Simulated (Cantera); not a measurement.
# Thermodynamics of hydrogen reduction and annealing atmospheres, feed FeS2 + H2

Input: 1 mol FeS2, a varied amount of H2, equilibrated at 1073 K and 0.0100 bar.

Cantera equilibrium calculation (NASA polynomials, part measured and part estimated; ideal gas, pure solids and liquids). Candidate condensed phases: Fe, FeS, FeS2, S; 8 gas species. FeS: taken at fixed stoichiometry. Gases not in the tables: S3 to S7. Rates play no part.

```tsv
n(H2) (mol)	x H2	x H2S	x S2	x SH	n FeS(s)
5.1	0.806	0.193	0.00136	4.99e-5	1.00
6.1	0.837	0.162	0.000885	4.11e-5	1.00
7.5	0.867	0.132	0.000549	3.29e-5	1.00
9.1	0.891	0.109	0.000355	2.68e-5	1.00
11	0.909	0.0904	0.000234	2.20e-5	1.00
13	0.923	0.0766	0.000163	1.85e-5	1.00
16	0.938	0.0623	0.000104	1.49e-5	1.00
20	0.950	0.0499	6.51e-5	1.19e-5	1.00
24	0.958	0.0416	4.45e-5	9.85e-6	1.00
29	0.966	0.0344	3.00e-5	8.12e-6	1.00
35	0.971	0.0285	2.04e-5	6.71e-6	1.00
43	0.977	0.0232	1.34e-5	5.45e-6	1.00
52	0.981	0.0192	9.07e-6	4.50e-6	1.00
```
x: gas mole fraction; n: condensed amount in mol.

From 5.1 mol H2 to 52 mol H2 the condensed part is FeS(s).
